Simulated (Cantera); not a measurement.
# Ignition delay

Mixture: 29.4 % CO, 4.41 % H₂, 13.0 % O₂, 48.8 % N₂, 4.41 % H₂O, at 3.95 atm, adiabatic and at constant volume. Ignition delay is the time to a rise of 400 K.

Cantera simulation using GRI-Mech 3.0 (53 species, 325 reactions); the numbers are that mechanism's predictions, not measurements. The hydrogen kinetics of GRI-Mech 3.0 are dated; newer H2 mechanisms differ, most at raised pressure. Where the delays flatten at high temperature, the 400 K rule measures the pace of heat release, not the induction time.

```csv
T0 (K),delay (ms)
1275,0.0208
1325,0.0153
1375,0.0121
1425,0.0100
1475,0.00854
1525,0.00747
1575,0.00668
1625,0.00608
1675,0.00561
```
